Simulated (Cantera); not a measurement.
A closed system holds: 1 mol SiCl₄, 9.3 mol H₂, equilibrated at 18800 Torr.

These are equilibrium values from Cantera (NASA tables, ideal gas, pure condensed phases), not measurements of a reactor. Candidate condensed phases: Si; 19 gas species. The tables' values for SiCl₃ are old estimates; treat these amounts as uncertain. The numbers say what is thermodynamically allowed, not how fast it happens.

x: gas mole fraction; nothing condenses.

```csv
T (°C),x H₂,x SiCl₄,x HCl,x SiHCl₃,x SiCl₂,x SiCl₃,x SiH₂Cl₂
350,0.901,0.0951,0.00199,0.00199,<1e-12,2.95e-9,2.24e-6
425,0.899,0.0930,0.00408,0.00405,1.13e-11,5.59e-8,1.16e-5
500,0.896,0.0900,0.00717,0.00708,5.60e-10,5.89e-7,4.28e-5
575,0.892,0.0859,0.0113,0.0110,1.37e-8,4.03e-6,0.000124
650,0.887,0.0811,0.0163,0.0157,1.95e-7,1.98e-5,0.000298
725,0.881,0.0756,0.0222,0.0208,1.84e-6,7.52e-5,0.000618
800,0.874,…,…,…,…,0.000232,…
875,0.867,…,…,…,…,0.000605,…
950,0.860,0.0572,0.0431,0.0352,0.000260,0.00137,0.00289
1025,0.852,0.0509,0.0512,0.0382,0.000869,0.00272,0.00405
1100,0.843,0.0445,0.0601,0.0395,0.00241,0.00482,0.00519
1175,0.833,0.0380,0.0703,0.0386,0.00561,0.00762,0.00604
1250,0.822,0.0315,0.0822,0.0354,0.0111,0.0108,0.00639
```

Q: Some entries are withheld; supply them.

A: 
- 800, x SiCl₄: 0.0696
- 800, x HCl: 0.0286
- 800, x SiHCl₃: 0.0261
- 800, x SiCl₂: 1.24e-5
- 800, x SiH₂Cl₂: 0.00114
- 875, x SiCl₄: 0.0635
- 875, x HCl: 0.0356
- 875, x SiHCl₃: 0.0310
- 875, x SiCl₂: 6.37e-5
- 875, x SiH₂Cl₂: 0.00190
